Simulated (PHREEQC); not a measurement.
1 kg of water holding 0.54 mol NaHCO3, 0.11 mol NaCl and 0.49 mol MgCl2 is evaporated at 60 °C; the solids stay in contact with the brine. CO2 is held at log p = -3.4 (atm). The run lets Bischofite, Brucite, Halite, Magnesite, Nahcolite, Natron, Trona, MgCl2_4H2O precipitate or redissolve, and no other solid.

Computed with PHREEQC (Pitzer model, pitzer.dat).

```json
[
 {"water left (kg)": "1.004", "ionic strength": "1.30", "water activity": "0.967", "Halite (mol)": "0", "Magnesite (mol)": "0.270", "Mg in solution (mol/kgw)": "0.219", "Na in solution (mol/kgw)": "0.647", "Cl in solution (mol/kgw)": "1.09", "pH": "7.48"},
 {"water left (kg)": "0.8262", "ionic strength": "1.59", "water activity": "0.960", "Halite (mol)": "0", "Magnesite (mol)": "0.270", "Mg in solution (mol/kgw)": "0.266", "Na in solution (mol/kgw)": "0.787", "Cl in solution (mol/kgw)": "1.32", "pH": "7.42"},
 {"water left (kg)": "0.6798", "ionic strength": "___", "water activity": "___", "Halite (mol)": "0", "Magnesite (mol)": "0.270", "Mg in solution (mol/kgw)": "0.324", "Na in solution (mol/kgw)": "0.956", "Cl in solution (mol/kgw)": "1.60", "pH": "7.36"},
 {"water left (kg)": "0.5595", "ionic strength": "2.34", "water activity": "0.938", "Halite (mol)": "0", "Magnesite (mol)": "0.270", "Mg in solution (mol/kgw)": "0.393", "Na in solution (mol/kgw)": "___", "Cl in solution (mol/kgw)": "1.95", "pH": "7.30"},
 {"water left (kg)": "0.4606", "ionic strength": "2.84", "water activity": "0.922", "Halite (mol)": "0", "Magnesite (mol)": "0.270", "Mg in solution (mol/kgw)": "0.478", "Na in solution (mol/kgw)": "1.41", "Cl in solution (mol/kgw)": "2.37", "pH": "7.22"},
 {"water left (kg)": "0.3793", "ionic strength": "3.45", "water activity": "0.902", "Halite (mol)": "0", "Magnesite (mol)": "0.270", "Mg in solution (mol/kgw)": "0.580", "Na in solution (mol/kgw)": "1.71", "Cl in solution (mol/kgw)": "2.87", "pH": "7.12"},
 {"water left (kg)": "0.3125", "ionic strength": "___", "water activity": "0.876", "Halite (mol)": "0", "Magnesite (mol)": "0.270", "Mg in solution (mol/kgw)": "0.704", "Na in solution (mol/kgw)": "2.08", "Cl in solution (mol/kgw)": "3.49", "pH": "7.01"},
 {"water left (kg)": "0.2576", "ionic strength": "5.08", "water activity": "0.842", "Halite (mol)": "0", "Magnesite (mol)": "0.270", "Mg in solution (mol/kgw)": "0.854", "Na in solution (mol/kgw)": "2.52", "Cl in solution (mol/kgw)": "4.23", "pH": "6.87"},
 {"water left (kg)": "0.2125", "ionic strength": "6.16", "water activity": "0.799", "Halite (mol)": "0", "Magnesite (mol)": "0.270", "Mg in solution (mol/kgw)": "1.04", "Na in solution (mol/kgw)": "3.06", "Cl in solution (mol/kgw)": "5.13", "pH": "6.71"},
 {"water left (kg)": "0.1754", "ionic strength": "7.47", "water activity": "0.743", "Halite (mol)": "0", "Magnesite (mol)": "0.270", "Mg in solution (mol/kgw)": "1.25", "Na in solution (mol/kgw)": "3.71", "Cl in solution (mol/kgw)": "6.21", "pH": "6.51"},
 {"water left (kg)": "0.1449", "ionic strength": "8.25", "water activity": "0.714", "Halite (mol)": "0.114", "Magnesite (mol)": "0.270", "Mg in solution (mol/kgw)": "1.52", "Na in solution (mol/kgw)": "3.70", "Cl in solution (mol/kgw)": "6.73", "pH": "6.38"},
 {"water left (kg)": "0.1199", "ionic strength": "8.70", "water activity": "0.704", "Halite (mol)": "0.267", "Magnesite (mol)": "0.270", "Mg in solution (mol/kgw)": "1.84", "Na in solution (mol/kgw)": "3.19", "Cl in solution (mol/kgw)": "6.86", "pH": "6.29"},
 {"water left (kg)": "0.09931", "ionic strength": "9.28", "water activity": "0.689", "Halite (mol)": "0.389", "Magnesite (mol)": "0.270", "Mg in solution (mol/kgw)": "2.22", "Na in solution (mol/kgw)": "___", "Cl in solution (mol/kgw)": "7.06", "pH": "6.18"},
 {"water left (kg)": "0.08237", "ionic strength": "10.0", "water activity": "0.666", "Halite (mol)": "0.483", "Magnesite (mol)": "0.270", "Mg in solution (mol/kgw)": "2.67", "Na in solution (mol/kgw)": "2.02", "Cl in solution (mol/kgw)": "7.36", "pH": "6.05"},
 {"water left (kg)": "0.06846", "ionic strength": "11.0", "water activity": "0.631", "Halite (mol)": "0.554", "Magnesite (mol)": "0.270", "Mg in solution (mol/kgw)": "3.21", "Na in solution (mol/kgw)": "1.41", "Cl in solution (mol/kgw)": "7.84", "pH": "5.88"},
 {"water left (kg)": "0.05704", "ionic strength": "12.4", "water activity": "0.577", "Halite (mol)": "0.601", "Magnesite (mol)": "0.270", "Mg in solution (mol/kgw)": "3.86", "Na in solution (mol/kgw)": "0.855", "Cl in solution (mol/kgw)": "8.57", "pH": "5.64"},
 {"water left (kg)": "0.04764", "ionic strength": "___", "water activity": "0.498", "Halite (mol)": "0.629", "Magnesite (mol)": "0.270", "Mg in solution (mol/kgw)": "4.62", "Na in solution (mol/kgw)": "0.436", "Cl in solution (mol/kgw)": "9.67", "pH": "5.32"},
 {"water left (kg)": "0.03992", "ionic strength": "16.7", "water activity": "0.396", "Halite (mol)": "0.643", "Magnesite (mol)": "0.270", "Mg in solution (mol/kgw)": "5.51", "Na in solution (mol/kgw)": "0.185", "Cl in solution (mol/kgw)": "11.2", "pH": "4.88"}
]
```

Task: Complete the blanks.

Result: 
- 0.6798, ionic strength: 1.93
- 0.6798, water activity: 0.950
- 0.5595, Na in solution (mol/kgw): 1.16
- 0.3125, ionic strength: 4.19
- 0.09931, Na in solution (mol/kgw): 2.63
- 0.04764, ionic strength: 14.3

Complexes and solids missing from the database can't appear. Constants without temperature data keep their 25 °C values here.
